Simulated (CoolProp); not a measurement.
A Linde-Hampson liquefier for CF4 (R14): isothermal reversible compression at 280 K from 1 atm to 10 MPa, throttling to 1 atm, return gas leaving the recuperator 10 K below the feed. Each further row changes one setting.

Model: reference Helmholtz-energy equation of state, Platzer 1990, in CoolProp. This equation is an older, rougher fit; its heat capacities, sound speeds and derivatives of the liquid may be far off and weren't checked against measurements.

| case | liquid yield per pass | compression work (kJ/kg of gas) |
|---|---|---|
| as stated | 0.223 | 109 |
| high pressure 20 MPa | 0.310 | 121 |
| warm-end temperature 310 K | 0.136 | 126 |
| warm-end gap 15 K | 0.211 | 109 |
